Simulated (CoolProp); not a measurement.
Properties of R245fa at several states.

The numbers come from the reference Helmholtz-energy equation of state, Akasaka 2015 in CoolProp.

```
T (K)  p (MPa)   phase         Z  Joule-Thomson coefficient (K/MPa)  isothermal compressibility (1/MPa)  expansivity (1/kK)  Prandtl number  fugacity coefficient
-----  -------  ------  --------  ---------------------------------  ----------------------------------  ------------------  --------------  --------------------
340.3     19.2  liquid    0.7040                            -0.2173                            0.002466               1.827      (withheld)               0.05224
385.8     19.2  liquid    0.6798                           -0.09604                            0.004142          (withheld)            3.94                0.1294
248.7   0.0379  liquid  0.001678                         (withheld)                            0.001264               1.652            8.45                0.3994
```

Question: What belongs in the gaps?

Answer: 
- 340.3, Prandtl number: 4.97
- 385.8, expansivity (1/kK): 2.172
- 248.7, Joule-Thomson coefficient (K/MPa): -0.3308

Viscosity comes from a separate model (Bell 2016), an estimate that may be off by 10 % or more. Thermal conductivity comes from a separate model (Huber 2003), an estimate that may be off by 10 % or more.
